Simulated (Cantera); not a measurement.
## NO annealing gas

An isothermal, constant-pressure homogeneous reactor starts with 10.2 % NO, 89.4 % N2, 0.487 % H2O, at 2025 K and 0.0132 atm.

Computed with Cantera and GRI-Mech 3.0 (53 species, 325 reactions). Radical loss at walls, strong at low pressure, is not modelled.

```json
[
 {"t (s)": "2.00e-6", "x NO": "0.102", "x N2": "0.894", "x O2": "<1e-12", "x N2O": "3.82e-10", "x O": "3.82e-10", "x NO2": "<1e-12"},
 {"t (s)": "6.91e-6", "x NO": "0.102", "x N2": "0.894", "x O2": "<1e-12", "x N2O": "1.32e-9", "x O": "1.32e-9", "x NO2": "<1e-12"},
 {"t (s)": "2.39e-5", "x NO": "0.102", "x N2": "0.894", "x O2": "<1e-12", "x N2O": "4.56e-9", "x O": "4.55e-9", "x NO2": "<1e-12"},
 {"t (s)": "8.25e-5", "x NO": "0.102", "x N2": "0.894", "x O2": "1.49e-12", "x N2O": "1.57e-8", "x O": "1.56e-8", "x NO2": "3.98e-12"},
 {"t (s)": "0.000285", "x NO": "0.102", "x N2": "0.894", "x O2": "1.76e-11", "x N2O": "5.41e-8", "x O": "5.26e-8", "x NO2": "5.03e-11"},
 {"t (s)": "0.000985", "x NO": "0.102", "x N2": "0.894", "x O2": "2.02e-10", "x N2O": "1.84e-7", "x O": "1.67e-7", "x NO2": "7.10e-10"},
 {"t (s)": "0.00340", "x NO": "0.102", "x N2": "0.894", "x O2": "2.28e-9", "x N2O": "6.08e-7", "x O": "4.48e-7", "x NO2": "1.15e-8"},
 {"t (s)": "0.0118", "x NO": "0.102", "x N2": "0.894", "x O2": "3.01e-8", "x N2O": "1.79e-6", "x O": "9.16e-7", "x NO2": "1.52e-7"},
 {"t (s)": "0.0406", "x NO": "0.102", "x N2": "0.894", "x O2": "8.97e-7", "x N2O": "3.83e-6", "x O": "2.93e-6", "x NO2": "1.17e-6"},
 {"t (s)": "0.140", "x NO": "0.101", "x N2": "0.894", "x O2": "5.55e-5", "x N2O": "4.23e-6", "x O": "1.48e-5", "x NO2": "2.46e-6"},
 {"t (s)": "0.485", "x NO": "0.101", "x N2": "0.894", "x O2": "0.000364", "x N2O": "2.45e-6", "x O": "6.62e-5", "x NO2": "1.56e-6"},
 {"t (s)": "1.68", "x NO": "0.0967", "x N2": "0.895", "x O2": "0.00230", "x N2O": "1.49e-6", "x O": "0.000340", "x NO2": "1.94e-6"},
 {"t (s)": "5.79", "x NO": "0.0790", "x N2": "0.904", "x O2": "0.0108", "x N2O": "1.15e-6", "x O": "0.000740", "x NO2": "3.39e-6"},
 {"t (s)": "20.0", "x NO": "0.0339", "x N2": "0.926", "x O2": "0.0330", "x N2O": "2.52e-7", "x O": "0.00128", "x NO2": "2.57e-6"}
]
```
x: mole fraction; the columns are a selection and need not sum to one.

Equilibrium at this temperature and pressure: NO 0.00428, N2 0.941, O2 0.0476, N2O 3.03e-8, O 0.00154, NO2 3.89e-7 (gas phase only).
